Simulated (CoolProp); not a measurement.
Vapour-liquid equilibrium of C2F6 (R116) (1) + R143a (2) at 204.8 K; x and y are mole fractions of (1).

Computed with CoolProp (multi-fluid Helmholtz-energy mixture model, Lemmon 2006 and Lemmon and Jacobsen 2000; pair parameters Bell 2016).

| x | bubble pressure (bar) | y at the bubble point | dew pressure at overall composition x (bar) | liquid density (mol/L) |
|---|---|---|---|---|
| 0.05 | 0.5727 | 0.443 | 0.3470 | 14.33 |
| 0.2 | 1.061 | 0.729 | 0.4087 | 13.72 |
| 0.35 | 1.308 | 0.800 | 0.4966 | 13.15 |
| 0.5 | 1.433 | 0.833 | 0.6315 | 12.62 |
| 0.65 | 1.514 | 0.857 | 0.8622 | 12.15 |
| 0.8 | 1.586 | 0.891 | 1.307 | 11.74 |
| 0.95 | 1.651 | 0.960 | 1.646 | 11.41 |

No azeotrope shows between x = 0.05 and 0.95.

Pair parameters are fitted to limited data, so mixtures are less certain than the pure fluids. With so large a gap from Raoult's law the liquid may split in two, which this calculation doesn't test in full.
